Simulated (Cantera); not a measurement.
Input: 1 mol Fe₃O₄, 0.77 mol C, 0.47 mol N₂, held at 1223 K and 570000 Pa.

These are equilibrium values from Cantera (NASA tables, ideal gas, pure condensed phases), not measurements of a reactor. Candidate condensed phases: C, Fe, Fe(CO)₅, FeO, Fe₂O₃, Fe₃O₄; 27 gas species. The tables' stoichiometric FeO is somewhat more stable than real wüstite, so its field is too wide. FeO: taken at fixed stoichiometry. Kinetics and transport are ignored.

Base state: CO 0.435, N₂ 0.379, CO₂ 0.185 (mole fractions); condensed: FeO(s).

**Question.** What changes in the equilibrium state with this change: C from 0.77 to 0.68 mol?

**Answer.** 
```csv
species,before,after
N₂,0.379,0.409
CO,0.435,0.313
CO₂,0.185,0.278
"FeO(s), mol",3.00,3.00
```
